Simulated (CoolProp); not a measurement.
c-C4F8 (RC318) along the isotherm 238.3 K: fugacity coefficient from the reference equation and from simpler models built on Tc = 388.4 K, pc = 27.78 bar, ω = 0.355; each cubic takes its own stable root.

Model: reference Helmholtz-energy equation of state, Platzer 1990, in CoolProp. This equation is an older, rougher fit; its heat capacities, sound speeds and derivatives of the liquid may be far off and weren't checked against measurements.

| p (bar) | phase | reference |
|---|---|---|
| 0.878 | liquid | 0.2891 |
| 1.33 | liquid | 0.1913 |
| 2 | liquid | 0.1277 |
| 3.02 | liquid | 0.08511 |
| 4.55 | liquid | 0.05700 |
| 6.86 | liquid | 0.03832 |
| 10.4 | liquid | 0.02581 |
| 15.6 | liquid | 0.01774 |
| 23.6 | liquid | 0.01229 |

Question: How far does each simpler model (van der Waals, Redlich-Kwong, Soave-Redlich-Kwong) lie from the reference over these 9 states: mean and median of the absolute difference, and the worst?

Answer: 
- van der Waals: mean 741.4 %, median 878.4 %, worst +948.8 % at 238.3 K and 23.6 bar
- Redlich-Kwong: mean 174.4 %, median 173.9 %, worst +177.1 % at 238.3 K and 23.6 bar
- Soave-Redlich-Kwong: mean 0.5 %, median 0.4 %, worst +1.1 % at 238.3 K and 23.6 bar

At some of these states van der Waals gives the other phase, because its saturation line lies elsewhere.
